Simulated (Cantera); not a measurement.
Charge: 1 mol Fe₂O₃, 0.48 mol CH₄, 0.016 mol CO, 0.32 mol C, equilibrated at 1050 °C and 0.130 bar.

Cantera equilibrium calculation (NASA polynomials, part measured and part estimated; ideal gas, pure solids and liquids). Candidate condensed phases: C, C₆H₆, C₇H₈, C₈H₁₈, Fe, Fe(CO)₅, FeO, Fe(OH)₂, Fe(OH)₃, Fe₂O₃, Fe₃O₄, H₂O; 114 gas species. Mutual solubility and eutectic melting of coexisting phases are not modelled. The tables' stoichiometric FeO is somewhat more stable than real wüstite, so its field is too wide. FeO: taken at fixed stoichiometry. Kinetics and transport are ignored.

Base state: H₂ 0.404, CO 0.388, H₂O 0.137, CO₂ 0.0710 (mole fractions); condensed: Fe(γ) + FeO(s).

**Question.** What changes in the equilibrium state with this change: temperature from 1050 °C to 2350 °C?

**Answer.** 
```csv
species,before,after
CO,0.388,0.286
H₂O,0.137,0.210
Fe,1.60e-8,0.203
H₂,0.404,0.162
FeO,<1e-9,0.0161
OH,1.37e-8,0.0144
H,2.79e-6,0.0470
CO₂,0.0710,0.0566
O,<1e-9,0.00270
O₂,<1e-9,0.00142
Fe(OH)₂,3.10e-7,0.000659
"Fe(γ), mol",0.169,0
"FeO(s), mol",1.83,0
"FeO(l), mol",0,1.48
```
